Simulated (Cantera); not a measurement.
Equilibrium for silicon carbide growth: (CH3)2SiCl2 + H2

Charge: 1 mol (CH3)2SiCl2, 3.8 mol H2, held at 57.0 mbar.

These are equilibrium values from Cantera (NASA tables, ideal gas, pure condensed phases), not measurements of a reactor. Candidate condensed phases: C, C6H6, C7H8, C8H18, Si, SiC; 109 gas species. The feed counts by its element totals alone. The tables' values for SiCl, SiCl3 are old estimates; treat these amounts as uncertain. Gases not in the tables: Si2H6 and higher silanes. Rates play no part.

From 1573 K to 2323 K the condensed part is C(graphite) + SiC(s). The main Si-bearing gas is SiCl2 throughout. The share of Si in condensed phases is highest at 1573 K (97.6 %) and lowest at 2323 K (82.7 %).

```
T (K)  log p H2  log p HCl  log p H  log p SiCl2  log p Cl  n C(graphite)  n SiC(s)
-----  --------  ---------  -------  -----------  --------  -------------  --------
1573      -1.37      -1.85    -5.08        -3.81     -5.65           1.02     0.976
1648      -1.37      -1.85    -4.74        -3.69     -5.32           1.03     0.969
1723      -1.37      -1.85    -4.42        -3.58     -5.02           1.04     0.962
1798      -1.37      -1.86    -4.14        -3.48     -4.74           1.05     0.952
1873      -1.37      -1.86    -3.88        -3.39     -4.49           1.05     0.942
1948      -1.37      -1.87    -3.63        -3.31     -4.26           1.06     0.931
2023      -1.37      -1.88    -3.41        -3.24     -4.04           1.07     0.918
2098      -1.37      -1.89    -3.20        -3.18     -3.84           1.08     0.904
2173      -1.37      -1.90    -3.00        -3.13     -3.66           1.09     0.887
2248      -1.38      -1.91    -2.82        -3.08     -3.49           1.09     0.864
2323      -1.39      -1.93    -2.66        -3.05     -3.34           1.11     0.827
```
log p: log10 of the partial pressure in bar; n: condensed amount in mol.
